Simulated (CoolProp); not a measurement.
Neopentane along the isotherm 72.55 °C: fugacity coefficient from the reference equation and from simpler models built on Tc = 160.6 °C, pc = 3.196 MPa, ω = 0.196; each cubic takes its own stable root.

Model: reference Helmholtz-energy equation of state, Lemmon 2006, in CoolProp. It is a short technical equation, of lower accuracy than the large ones.

| p (MPa) | phase | reference |
|---|---|---|
| 0.00505 | gas | 0.9989 |
| 0.00742 | gas | 0.9984 |
| 0.0109 | gas | 0.9976 |
| 0.016 | gas | 0.9965 |
| 0.0235 | gas | 0.9949 |
| 0.0344 | gas | 0.9925 |
| 0.0505 | gas | 0.9891 |
| 0.0742 | gas | 0.9839 |
| 0.109 | gas | 0.9764 |
| 0.16 | gas | 0.9654 |
| 0.235 | gas | 0.9491 |
| 0.344 | gas | 0.9255 |
| 0.505 | gas | 0.8905 |
| 0.742 | liquid | 0.7298 |
| 1.09 | liquid | 0.5051 |
| 1.6 | liquid | 0.3526 |

How far does each simpler model (van der Waals, Peng-Robinson) lie from the reference over these 16 states: mean and median of the absolute difference, and the worst?


- van der Waals: mean 10.7 %, median 0.5 %, worst +77.6 % at 72.55 °C and 1.6 MPa
- Peng-Robinson: mean 0.3 %, median 0.1 %, worst -1.1 % at 72.55 °C and 1.6 MPa

At some of these states van der Waals gives the other phase, because its saturation line lies elsewhere.
